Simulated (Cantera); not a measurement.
**NO annealing gas**

An isothermal, constant-pressure homogeneous reactor starts with NO : N2 = 1 : 0.16 (molar parts), at 2000 K and 0.290 bar.

Model: GRI-Mech 3.0 (53 species, 325 reactions), integrated in Cantera.

```
t (s)      x NO      x O2       x O     x NO2     x N2O   x N2
--------  -----  --------  --------  --------  --------  -----
2.00e-6   0.862  1.90e-10   4.98e-7   3.08e-9   5.00e-7  0.138
6.59e-6   0.862   2.04e-9   1.62e-6   3.29e-8   1.65e-6  0.138
2.17e-5   0.862   2.18e-8   5.14e-6   3.42e-7   5.40e-6  0.138
7.17e-5   0.862   2.25e-7   1.52e-5   3.17e-6   1.75e-5  0.138
0.000236  0.862   2.47e-6   4.02e-5   2.27e-5   5.44e-5  0.138
0.000779  0.862   3.71e-5  0.000101   9.83e-5  0.000148  0.138
0.00257   0.861  0.000433  0.000165  0.000180  0.000283  0.138
0.00847   0.857   0.00220  0.000182  0.000200  0.000323  0.140
0.0279    0.845   0.00815  0.000206  0.000232  0.000312  0.146
0.0920    0.806    0.0277  0.000270  0.000308  0.000276  0.166
0.303     0.685    0.0880  0.000407  0.000420  0.000189  0.226
1.00      0.402     0.230  0.000614  0.000389   6.05e-5  0.368
```
x: mole fraction; the columns are a selection and need not sum to one.

Equilibrium at this temperature and pressure: NO 0.00926, O2 0.426, O 0.000816, NO2 1.22e-5, N2O 2.37e-7, N2 0.564 (gas phase only).
